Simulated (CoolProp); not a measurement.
Methanol at 427.23 K and 1.1 MPa flows at 6.3 m/s in a round tube of 12.7 mm bore and 15 µm roughness, fully developed (64/Re and Nu = 3.66 if laminar; Colebrook and Gnielinski if turbulent). Each further row changes one setting.

Model: reference Helmholtz-energy equation of state, de Reuck 1993, in CoolProp.

```csv
case,Reynolds number,Darcy friction factor,pressure drop (Pa/m),heat-transfer coefficient (W/(m² K)),mass flow (kg/h)
as stated,?,?,?,?,?
velocity 12.6 m/s,136000,0.0222,1580,1130,65.4
diameter 25.4 mm,136000,0.0200,?,?,131
```

Problem. Complete the blanks.

Solution. 
- as stated, Reynolds number: 67800
- as stated, Darcy friction factor: 0.0236
- as stated, pressure drop (Pa/m): 420
- as stated, heat-transfer coefficient (W/(m² K)): 594
- as stated, mass flow (kg/h): 32.7
- diameter 25.4 mm, pressure drop (Pa/m): 178
- diameter 25.4 mm, heat-transfer coefficient (W/(m² K)): 513

Viscosity comes from a separate model (Xiang 2006). Thermal conductivity comes from a separate model (Sykioti 2013).
